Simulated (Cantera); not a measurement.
An adiabatic, constant-volume homogeneous reactor starts with 14.7 % CO, 3.54 % H2, 15.5 % O2, 58.3 % N2, 7.96 % H2O, at 1298 K and 150000 Pa.

Model: GRI-Mech 3.0 (53 species, 325 reactions), integrated in Cantera.

x: mole fraction; the columns are a selection and need not sum to one.

| t (s) | T (K) | P (bar) | x CO | x H2 | x O2 | x NO2 | x O | x HO2 | x OH |
|---|---|---|---|---|---|---|---|---|---|
| 5.00e-6 | 1298 | 1.50 | 0.147 | 0.0354 | 0.155 | <1e-12 | 5.45e-8 | 3.78e-8 | 2.88e-8 |
| 1.13e-5 | 1298 | 1.50 | 0.147 | 0.0354 | 0.155 | <1e-12 | 5.58e-7 | 4.11e-7 | 3.23e-7 |
| 2.55e-5 | 1299 | 1.50 | 0.147 | 0.0351 | 0.155 | <1e-12 | (withheld) | (withheld) | (withheld) |
| 5.77e-5 | (withheld) | 2.22 | (withheld) | (withheld) | (withheld) | (withheld) | (withheld) | (withheld) | 0.0145 |
| 0.000130 | 2566 | 2.75 | 0.0255 | 0.00324 | 0.0767 | 1.84e-7 | 0.00536 | 1.12e-5 | 0.0143 |
| 0.000294 | 2623 | 2.81 | 0.0209 | 0.00265 | 0.0747 | 7.26e-7 | 0.00425 | 1.24e-5 | 0.0134 |
| 0.000665 | 2621 | 2.80 | 0.0208 | 0.00264 | 0.0740 | 1.90e-6 | 0.00419 | 1.22e-5 | 0.0132 |
| 0.00150 | 2617 | 2.80 | 0.0206 | 0.00262 | 0.0725 | 4.14e-6 | 0.00407 | 1.19e-5 | 0.0130 |
| 0.00340 | 2611 | 2.79 | 0.0204 | 0.00259 | 0.0704 | 7.40e-6 | 0.00390 | 1.15e-5 | 0.0127 |
| 0.00767 | 2605 | 2.78 | 0.0202 | 0.00257 | 0.0687 | 9.98e-6 | 0.00377 | 1.11e-5 | 0.0125 |
| 0.0173 | 2604 | 2.78 | 0.0201 | 0.00257 | 0.0683 | 1.06e-5 | 0.00374 | 1.11e-5 | 0.0124 |
| 0.0392 | 2604 | 2.78 | 0.0201 | 0.00257 | 0.0683 | 1.06e-5 | 0.00374 | 1.11e-5 | 0.0124 |
| 0.0885 | 2604 | 2.78 | 0.0201 | 0.00257 | 0.0683 | 1.06e-5 | 0.00374 | 1.11e-5 | 0.0124 |
| 0.200 | 2604 | 2.78 | 0.0201 | 0.00257 | 0.0683 | 1.06e-5 | 0.00374 | 1.11e-5 | 0.0124 |

Task: Some entries are withheld; supply them.

Result: 
- 2.55e-5, x O: 8.22e-5
- 2.55e-5, x HO2: 4.83e-5
- 2.55e-5, x OH: 5.17e-5
- 5.77e-5, T (K): 1996
- 5.77e-5, x CO: 0.0643
- 5.77e-5, x H2: 0.00787
- 5.77e-5, x O2: 0.0929
- 5.77e-5, x NO2: 7.37e-9
- 5.77e-5, x O: 0.0168
- 5.77e-5, x HO2: 3.38e-5
